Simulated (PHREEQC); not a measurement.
A solution holds 0.055 mol H2SO4 and 0.017 mol FeSO4 per kg of water, at 25 °C. Closed to the air; pH follows from the charge balance.

The numbers come from PHREEQC with the ion-association model, phreeqc.dat.

This is a speciation only: nothing precipitates in the calculation.

**Question.** Order these S species by the share of S that they hold, largest first: SO4-2, HSO4-, FeHSO4+, FeSO4.

**Answer.** HSO4- (63 %), SO4-2 (27 %), FeSO4 (6.6 %), FeHSO4+ (3.0 %)

**Question.** Order these Fe species by the share of Fe that they hold, largest first: FeHSO4+, FeSO4, Fe+2.

**Answer.** Fe+2 (60 %), FeSO4 (28 %), FeHSO4+ (13 %)

The pH is 1.29 and the ionic strength 0.115 mol/kgw. Species that the database lacks are ignored.
